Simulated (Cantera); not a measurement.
Charge: 1 mol BN, 14 mol Cl₂, 9.7 mol N₂, at 1673 K and 7.30 mbar.

Cantera equilibrium calculation (NASA polynomials, part measured and part estimated; ideal gas, pure solids and liquids). Candidate condensed phases: B, BN; 10 gas species. Kinetics and transport are ignored.

Base state: Cl 0.576, N₂ 0.306, Cl₂ 0.0876, BCl₃ 0.0300 (mole fractions); condensed: gas only.

Problem. What changes in the equilibrium state with this change: temperature from 1673 K to 1273.15 K?

Solution. 
| species | before | after |
|---|---|---|
| Cl₂ | 0.0876 | 0.468 |
| N₂ | 0.306 | 0.414 |
| Cl | 0.576 | 0.0778 |
| BCl₃ | 0.0300 | 0.0406 |
